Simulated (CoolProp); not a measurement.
n-perfluorohexane along the isotherm 176.85 °C: fugacity coefficient from the reference equation and from simpler models built on Tc = 174.9 °C, pc = 17.42 bar, ω = 0.497; each cubic takes its own stable root.

Values from CoolProp's reference Helmholtz-energy equation of state, Gao 2022.

```json
[
 {"p (bar)": "19.4", "phase": "supercritical", "reference": "0.6083", "Redlich-Kwong": "0.6232", "Peng-Robinson": "0.6031"},
 {"p (bar)": "38.7", "phase": "supercritical", "reference": "…", "Redlich-Kwong": "…", "Peng-Robinson": "…"},
 {"p (bar)": "58.1", "phase": "supercritical", "reference": "0.2793", "Redlich-Kwong": "0.3076", "Peng-Robinson": "0.2870"},
 {"p (bar)": "77.4", "phase": "supercritical", "reference": "0.2417", "Redlich-Kwong": "…", "Peng-Robinson": "…"},
 {"p (bar)": "96.8", "phase": "supercritical", "reference": "0.2220", "Redlich-Kwong": "…", "Peng-Robinson": "0.2304"},
 {"p (bar)": "116", "phase": "supercritical", "reference": "0.2118", "Redlich-Kwong": "…", "Peng-Robinson": "…"},
 {"p (bar)": "135", "phase": "supercritical", "reference": "0.2072", "Redlich-Kwong": "0.2453", "Peng-Robinson": "0.2152"},
 {"p (bar)": "155", "phase": "supercritical", "reference": "0.2064", "Redlich-Kwong": "0.2477", "Peng-Robinson": "0.2141"},
 {"p (bar)": "174", "phase": "supercritical", "reference": "0.2085", "Redlich-Kwong": "0.2531", "Peng-Robinson": "0.2158"}
]
```

Task: Some entries are withheld; supply them.

Result: 
- 38.7, reference: 0.3607
- 38.7, Redlich-Kwong: 0.3860
- 38.7, Peng-Robinson: 0.3665
- 77.4, Redlich-Kwong: 0.2724
- 77.4, Peng-Robinson: 0.2500
- 96.8, Redlich-Kwong: 0.2550
- 116, Redlich-Kwong: 0.2472
- 116, Peng-Robinson: 0.2200
